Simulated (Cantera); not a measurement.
A closed system holds: 1 mol SiHCl3, 19 mol NH3, 4.1 mol N2, equilibrated at 1675 K and 10.0 mbar.

These are equilibrium values from Cantera (NASA tables, ideal gas, pure condensed phases), not measurements of a reactor. Candidate condensed phases: NH4Cl, Si, Si3N4; 28 gas species. The tables' values for SiCl3, SiCl are old estimates; treat these amounts as uncertain. Rates play no part.

Base state: H2 0.637, N2 0.301, HCl 0.0529, SiCl2 0.00775, H 0.000927, Cl 6.01e-5, SiCl3 4.69e-5, SiCl 2.70e-5 (mole fractions); condensed: Si3N4(s).

**Question.** What changes in the equilibrium state with this change: temperature from 1675 K to 2123.15 K?

**Answer.** 
| species | before | after |
|---|---|---|
| H2 | 0.637 | 0.599 |
| N2 | 0.301 | 0.299 |
| HCl | 0.0529 | 0.0499 |
| H | 0.000927 | 0.0278 |
| Si | 2.12e-5 | 0.0128 |
| Si3 | 4.86e-9 | 2.00e-5 |
| Si2 | 4.02e-8 | 0.000132 |
| Si2N | 6.74e-7 | 0.000122 |
| Si3N4(s), mol | 0.219 | 0 |
The tables' values for SiCl, SiN are old estimates; treat these amounts as uncertain. Gases not in the tables: Si2H6 and higher silanes.
